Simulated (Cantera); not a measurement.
Input: 1 mol CH3Cl, 7.1 mol H2, held at 1848.15 K.

Method: chemical equilibrium by Gibbs-energy minimisation in Cantera with the NASA 1993 tables (ideal gas, pure condensed phases). Candidate condensed phases: C, C6H6, C7H8, C8H18; 91 gas species. The numbers say what is thermodynamically allowed, not how fast it happens.

Problem. At 5.40 Torr, list the 4 most abundant gas species with their mole fractions, and the condensed phases.

Solution. H2 0.884, HCl 0.109, H 0.00588, Cl 0.000551. Condensed: C(graphite).
